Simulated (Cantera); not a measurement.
A Cantera script and what it prints.

```python
import numpy as np
import cantera as ct

gas_names = [...]  # 109 gases of nasa_gas.yaml made of C, Cl, H, Si
cond_names = """
    C(gr) C6H6(L) C7H8(L) C8H18(L),n-octa Si(cr) Si(L) SiC(b)
""".split()


# ... load() reads the species with a 1 bar reference pressure and builds the phases ...
atoms = {
    'SiH2Cl2': {'Si': 1, 'H': 2, 'CL': 2},
    'C3H8': {'C': 3, 'H': 8},
    'H2': {'H': 2},
}
top_T = {'C(gr)': 4500, 'SiC(b)': 3050}  # K; cautious upper limits of use, not melting points


# ... equilibrate(T, P, feed) seeds the gas with the atoms and calls Mixture.equilibrate('TP', solver="vcs", rtol=1e-11, max_steps=5000) ...
results = []
feed = {'SiH2Cl2': 1, 'C3H8': 0.069, 'H2': 2.9}  # mol
P = 10000  # Pa
for T in [1825, 1925, 2025, 2125, 2225, 2325, 2425, 2525]:
    mix = equilibrate(T, P, feed)
    results.append((T, P, feed, dict(zip(mix.species_names, mix.species_moles))))

top = {s: max(r[3][s] / sum(r[3][g] for g in gas_names) for r in results) for s in gas_names}
cols = sorted((s for s in top if top[s] > 0.001), key=lambda s: -top[s])[:8]
seen = [c for c in cond_names if any(r[3].get(c, 0) > 1e-12 for r in results)]
print("log10 of partial pressures in bar; condensed amounts in mol")
print(f"{'T/K':>10s}" + "".join(f"{s[:9]:>10s}" for s in cols + seen))
for T, P, feed, n in results:
    ng = sum(n[g] for g in gas_names)
    print(f"{T:10.4g}" + "".join(f"{np.log10(max(n[s] / ng * P / 1e5, 1e-99)):10.3f}" for s in cols)
          + "".join(f"{n.get(c, 0):10.4g}" for c in seen))
```

Output:

```
log10 of partial pressures in bar; condensed amounts in mol
       T/K        H2       HCL     SiCL2         H        Si        CL      SiCL      Si2C     Si(L)    SiC(b)
      1825    -1.139    -1.792    -1.969    -3.926    -5.342    -4.696    -4.690    -7.259     0.219     0.207
      1925    -1.143    -1.771    -1.980    -3.591    -4.759    -4.343    -4.323    -6.465    0.2362     0.207
      2025    -1.147    -1.754    -1.995    -3.289    -4.235    -4.026    -3.994    -5.752    0.2501    0.2069
      2125    -1.152    -1.741    -2.011    -3.016    -3.760    -3.740    -3.699    -5.108     0.257    0.2065
      2225    -1.160    -1.733    -2.032    -2.769    -3.329    -3.481    -3.433    -4.524    0.2495    0.2051
      2325    -1.173    -1.733    -2.059    -2.545    -2.936    -3.248    -3.195    -3.992    0.2109    0.2003
      2425    -1.194    -1.743    -2.096    -2.344    -2.575    -3.041    -2.983    -3.506    0.1069    0.1851
      2525    -1.227    -1.737    -2.178    -2.166    -2.335    -2.827    -2.858    -3.151         0    0.1432
```

Cantera equilibrium calculation (NASA polynomials, part measured and part estimated; ideal gas, pure solids and liquids). Mutual solubility and eutectic melting of coexisting phases are not modelled. The tables' values for SiCl, SiCl3 are old estimates; treat these amounts as uncertain. Gases not in the tables: Si2H6 and higher silanes.
